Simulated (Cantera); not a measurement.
Feed: 1 mol PbO, 0.094 mol CO, 1 mol N2, held at 1373.15 K and 0.0100 bar.

Cantera equilibrium calculation (NASA polynomials, part measured and part estimated; ideal gas, pure solids and liquids). Candidate condensed phases: C, Pb, PbO, PbO2, Pb3O4; 27 gas species. Gases not in the tables: (PbO)n polymers. Kinetics and transport are ignored.

Base state: N2 0.712, PbO 0.149, Pb 0.0703, CO2 0.0669, O2 0.00169, NO 5.30e-5 (mole fractions); condensed: PbO(l).

### Question
What changes in the equilibrium state with this change: CO from 0.094 to 0.18 mol?

### Answer
```
species       before     after
-----------  -------  --------
N2             0.712     0.624
PbO            0.149     0.149
Pb            0.0703     0.114
CO2           0.0669     0.112
CO           9.95e-6   2.70e-5
O2           0.00169  0.000649
NO           5.30e-5   3.07e-5
PbO(l), mol    0.692     0.579
```

### Question
What changes in the equilibrium state with this change: temperature from 1373.15 K to 1150 K?

### Answer
```tsv
species	before	after
N2	0.712	0.886
CO2	0.0669	0.0832
Pb	0.0703	0.0290
PbO	0.149	0.00228
O2	0.00169	3.19e-8
NO	5.30e-5	5.43e-8
CO	9.95e-6	2.38e-5
PbO(l), mol	0.692	0
Pb(l), mol	0	0.0613
PbO(yellow), mol	0	0.903
```
Mutual solubility and eutectic melting of coexisting phases are not modelled.

### Question
What changes in the equilibrium state with this change: temperature from 1373.15 K to 1450 K?

### Answer
```json
[
 {"species": "N2", "before": "0.712", "after": "0.467"},
 {"species": "PbO", "before": "0.149", "after": "0.378"},
 {"species": "Pb", "before": "0.0703", "after": "0.0885"},
 {"species": "CO2", "before": "0.0669", "after": "0.0439"},
 {"species": "O2", "before": "0.00169", "after": "0.0222"},
 {"species": "NO", "before": "5.30e-5", "after": "0.000238"},
 {"species": "PbO(l), mol", "before": "0.692", "after": "0"}
]
```
